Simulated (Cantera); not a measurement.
A closed system holds: 1 mol toluene, 1.4 mol O₂, 17 mol H₂, at 2798.15 K and 16.0 mbar.

Cantera equilibrium calculation (NASA polynomials, part measured and part estimated; ideal gas, pure solids and liquids). Candidate condensed phases: C, C₆H₆, C₇H₈, C₈H₁₈, H₂O; 110 gas species. Rates play no part.

Base state: H₂ 0.455, H 0.434, CO 0.0917, C₂H₂ (acetylene) 0.0151, C₃ 0.00193, C₂H 0.00181, C 0.000404, C₄H₂ 0.000208 (mole fractions); condensed: C(graphite).

### Question
What changes in the equilibrium state with this change: O₂ from 1.4 to 0.034 mol?

### Answer
```tsv
species	before	after
H₂	0.455	0.515
H	0.434	0.461
C₂H₂ (acetylene)	0.0151	0.0171
CO	0.0917	0.00247
C₂H₂ (vinylidene)	2.88e-5	3.26e-5
CH₂	1.10e-5	1.25e-5
C(graphite), mol	2.94	5.67
```
